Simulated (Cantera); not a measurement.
## Halide evaporation, hydrolysis and transport: NaCl + H2

Input: 1 mol NaCl, 1.1 mol H2, at 950 K and 0.560 bar.

Cantera equilibrium calculation (NASA polynomials, part measured and part estimated; ideal gas, pure solids and liquids). Candidate condensed phases: Na, NaCl; 10 gas species. Kinetics and transport are ignored.

```json
{
 "x(H2)": "1.000",
 "x(NaCl)": "2.78e-5",
 "x(Na2Cl2)": "9.68e-6",
 "n(NaCl(s))": "1.000 mol",
 "gas_amount": "1.100 mol",
 "log10 activity of Na(l) (absent)": "-5.69"
}
```
